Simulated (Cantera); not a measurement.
# Moist CO burnout

An isothermal, constant-pressure homogeneous reactor starts with CO : O2 : H2O : N2 = 0.0029 : 0.035 : 0.00027 : 1 (molar parts), equivalence ratio 0.041, at 1150 K and 1.01 bar.

Detailed kinetics in Cantera: GRI-Mech 3.0 (53 species, 325 reactions).

| t (s) | x CO | x O2 | x H2O | x H | x H2 | x NO2 |
|---|---|---|---|---|---|---|
| 4.00e-6 | 0.00279 | 0.0337 | 0.000260 | <1e-12 | <1e-12 | <1e-12 |
| 1.45e-5 | 0.00279 | 0.0337 | 0.000260 | <1e-12 | <1e-12 | <1e-12 |
| 5.23e-5 | 0.00279 | 0.0337 | 0.000260 | <1e-12 | <1e-12 | <1e-12 |
| 0.000189 | 0.00279 | 0.0337 | 0.000260 | <1e-12 | <1e-12 | <1e-12 |
| 0.000684 | 0.00279 | 0.0337 | 0.000260 | 2.31e-12 | <1e-12 | <1e-12 |
| 0.00247 | 0.00279 | 0.0337 | 0.000260 | 1.79e-11 | <1e-12 | <1e-12 |
| 0.00894 | 0.00279 | 0.0337 | 0.000260 | 1.80e-10 | 1.85e-11 | <1e-12 |
| 0.0323 | 0.00277 | 0.0337 | 0.000259 | 9.52e-8 | 5.07e-8 | <1e-12 |
| 0.117 | 0.00110 | 0.0329 | 0.000258 | 3.27e-7 | 4.87e-7 | 8.11e-10 |
| 0.423 | 0.000168 | 0.0324 | 0.000259 | 2.35e-8 | 6.14e-8 | 5.20e-9 |
| 1.53 | 1.22e-5 | 0.0324 | 0.000260 | 7.21e-10 | 3.10e-9 | 1.14e-8 |
| 5.53 | 4.06e-7 | 0.0324 | 0.000260 | 1.70e-11 | 1.51e-10 | 7.21e-9 |
| 20.0 | 2.30e-9 | 0.0324 | 0.000260 | 1.68e-12 | 2.70e-11 | 3.21e-9 |
x: mole fraction; the columns are a selection and need not sum to one.

Equilibrium at this temperature and pressure: CO 7.94e-11, O2 0.0323, H2O 0.000260, H <1e-12, H2 6.22e-12, NO2 4.90e-7 (gas phase only).
